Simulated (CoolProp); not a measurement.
A Linde-Hampson liquefier for CF4 (R14): isothermal reversible compression at 280 K from 1 atm to 5 MPa, throttling to 1 atm, return gas leaving the recuperator 0 K below the feed. Each further row changes one setting.

Computed with CoolProp (reference Helmholtz-energy equation of state, Platzer 1990). This equation is an older, rougher fit; its heat capacities, sound speeds and derivatives of the liquid may be far off and weren't checked against measurements.

```tsv
case	liquid yield per pass	compression work (kJ/kg of gas)
as stated	0.115	97.0
high pressure 10 MPa	0.248	109
warm-end temperature 310 K	0.080	110
warm-end gap 5 K	0.100	97.0
```
